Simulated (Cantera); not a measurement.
A perfectly stirred reactor is fed with H2 : O2 : N2 = 0.66 : 1 : 20 (molar parts), equivalence ratio 0.33, at 435 Torr; it is held at 1100 K, and followed from long to short residence time.

Model: the H2/O2 subset of GRI-Mech 3.0, which has no nitrogen chemistry, integrated in Cantera.

Question: What does this change do: pressure from 435 Torr to 188 Torr?

Answer: 
```json
[
 {"quantity": "x(H2) at τ = 10.0 s", "before": "2.11e-5", "after": "2.62e-5"},
 {"quantity": "x(O2) at τ = 10.0 s", "before": "0.0314", "after": "0.0314"},
 {"quantity": "x(H2O2) at τ = 10.0 s", "before": "6.79e-8", "after": "8.26e-8"},
 {"quantity": "x(H) at τ = 10.0 s", "before": "2.04e-7", "after": "1.09e-6"},
 {"quantity": "x(O) at τ = 10.0 s", "before": "2.40e-6", "after": "8.34e-6"},
 {"quantity": "x(H2) at τ = 28.0 ms", "before": "0.000817", "after": "0.000996"},
 {"quantity": "x(O2) at τ = 28.0 ms", "before": "0.0317", "after": "0.0317"},
 {"quantity": "x(H2O2) at τ = 28.0 ms", "before": "7.35e-7", "after": "4.31e-7"},
 {"quantity": "x(H) at τ = 28.0 ms", "before": "6.94e-5", "after": "0.000358"},
 {"quantity": "x(O) at τ = 28.0 ms", "before": "0.000122", "after": "0.000366"}
]
```

Question: What does this change do: N2 20 to 92 parts?

Answer: 
```tsv
quantity	before	after
x(H2) at τ = 10.0 s	2.11e-5	1.14e-5
x(O2) at τ = 10.0 s	0.0314	0.00718
x(H2O2) at τ = 10.0 s	6.79e-8	1.55e-8
x(H) at τ = 10.0 s	2.04e-7	2.57e-7
x(O) at τ = 10.0 s	2.40e-6	1.87e-6
x(H2) at τ = 28.0 ms	0.000817	0.000387
x(O2) at τ = 28.0 ms	0.0317	0.00734
x(H2O2) at τ = 28.0 ms	7.35e-7	1.86e-7
x(H) at τ = 28.0 ms	6.94e-5	7.96e-5
x(O) at τ = 28.0 ms	0.000122	7.57e-5
```
